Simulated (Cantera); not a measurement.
Feed: 1 mol Ti, 0.2 mol O2, 11 mol H2, at 1148 K and 10.0 mbar.

Equilibrium computed with Cantera from the NASA thermochemical tables; the gas is ideal and each condensed phase is pure. Candidate condensed phases: H2O, Ti, TiO, TiO2, Ti2O3, Ti3O5, Ti4O7; 12 gas species. Mutual solubility and eutectic melting of coexisting phases are not modelled. TiO: taken at fixed stoichiometry. Condensed phases not in the tables: N, O or C dissolved in the metal. The numbers say what is thermodynamically allowed, not how fast it happens.

Base state: H2 1.000 (mole fractions); condensed: Ti(α) + TiO(s).

Q: What changes in the equilibrium state with this change: Ti replaced by TiCl4?

A: 
```
species        before    after
-------------  ------  -------
H2              1.000    0.824
HCl                 0    0.117
TiCl3               0   0.0312
TiCl4               0   0.0276
TiCl2               0  1.02e-5
Ti(α), mol      0.600        0
TiO(s), mol     0.400        0
Ti2O3(s), mol       0    0.133
```
The tables' values for TiCl2 are old estimates; treat these amounts as uncertain. Condensed phases not in the tables: TiOCl. Further candidate phases: TiCl2, TiCl3, TiCl4.
